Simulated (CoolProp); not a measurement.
Nitrous oxide at 298.15 K and 4.33 MPa is throttled through a valve to 0.147 MPa with no heat exchange. Each further row changes one setting.

The numbers come from the reference Helmholtz-energy equation of state, Lemmon 2006 in CoolProp. It is a short technical equation, of lower accuracy than the large ones.

| case | temperature change (K) | final density (kg/m³) |
|---|---|---|
| as stated | … | 3.37 |
| outlet pressure 0.0441 MPa | … | 1.01 |
| outlet pressure 0.191 MPa | … | … |

### Question
What belongs in the gaps?

### Answer

- as stated, temperature change (K): -63.5
- outlet pressure 0.0441 MPa, temperature change (K): -65.6
- outlet pressure 0.191 MPa, temperature change (K): -62.7
- outlet pressure 0.191 MPa, final density (kg/m³): 4.39
